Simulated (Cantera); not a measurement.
Input: 1 mol Si, 1.3 mol N2O, 3.3 mol H2, held at 1898.15 K and 1000 Pa.

These are equilibrium values from Cantera (NASA tables, ideal gas, pure condensed phases), not measurements of a reactor. The tables hold silica as quartz up to 1696 K and as liquid above; real silica turns to tridymite and cristobalite and melts near 1996 K. Rates play no part.

```json
[
 {"species": "H2", "before": "0.608", "after": "0.621"},
 {"species": "N2", "before": "0.243", "after": "0.245"},
 {"species": "SiO", "before": "0.137", "after": "0.132"},
 {"species": "H2O", "before": "0.00596", "after": "0.000223"},
 {"species": "H", "before": "0.00610", "after": "0.00146"},
 {"species": "SiO2(condensed), mol", "before": "0.268", "after": "0.299"}
]
```
Gas species are given as mole fractions.

Name the change that produced these shifts.
A) pressure from 1000 Pa to 1.10 Pa
B) temperature from 1898.15 K to 1725 K
C) N2O from 1.3 to 0.45 mol
D) N2O from 1.3 to 0.018 mol

B, temperature from 1898.15 K to 1725 K
